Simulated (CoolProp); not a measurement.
A Linde-Hampson liquefier for nitrogen: isothermal reversible compression at 250 K from 1 atm to 10 MPa, throttling to 1 atm, return gas leaving the recuperator 10 K below the feed. Each further row changes one setting.

Values from CoolProp's reference Helmholtz-energy equation of state, Span 2000.

```
case                        liquid yield per pass  compression work (kJ/kg of gas)
--------------------------  ---------------------  -------------------------------
as stated                                     ___                              336
high pressure 20 MPa                          ___                              ___
warm-end temperature 280 K                    ___                              ___
warm-end gap 15 K                           0.037                              336
```

Task: Fill in the missing entries.

Result: 
- as stated, liquid yield per pass: 0.051
- high pressure 20 MPa, liquid yield per pass: 0.103
- high pressure 20 MPa, compression work (kJ/kg of gas): 386
- warm-end temperature 280 K, liquid yield per pass: 0.030
- warm-end temperature 280 K, compression work (kJ/kg of gas): 380
